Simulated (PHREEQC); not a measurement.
Model water analysis in mg/L, 25 °C, pH 6.77, pe 9.6: Na 0.631; K 0.117; Ca 1.59; Mg 0.306; Cl 1.64; S(6) as SO4 3.56; Alkalinity as HCO3 0.841; B 0.0245.

Valence states are taken as typed.

Equilibrium calculation in PHREEQC: ion-association model, phreeqc.dat.

Precipitation was switched off in this run.

**Question.** What charge-balance error does the model give?

**Answer.** charge-balance error 0.3 %.

**Question.** In which forms is C present?

**Answer.** HCO3- 73 %, CO2 27 % of the C.

Complexes and solids missing from the database can't appear.
